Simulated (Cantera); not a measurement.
An isothermal, constant-pressure homogeneous reactor starts with N₂O : O₂ = 1 : 0.19 (molar parts), at 1350 K and 0.400 bar.

Detailed kinetics in Cantera: GRI-Mech 3.0 (53 species, 325 reactions). GRI-Mech 3.0 was tuned for natural gas; its chemistry of N2O as a main component is partial and can be far from experiment. The mechanism lacks the step 2 NO + O2 → 2 NO2, which can matter for NO2 below about 1400 K. The temperature is held fixed by assumption; the heat of reaction is taken as removed at once.

One state of this run: x N₂O = 0.789; x O₂ = 0.172; x O = 1.39e-5; x N₂ = 0.0332; x NO = 0.00624; x NO₂ = 1.53e-5. x: mole fraction; the columns are a selection and need not sum to one.

Question: Which value of t (s) does it belong to?
(A) 0.0150
(B) 0.0565
(C) 0.212
(D) 0.000283

Answer: A, 0.0150
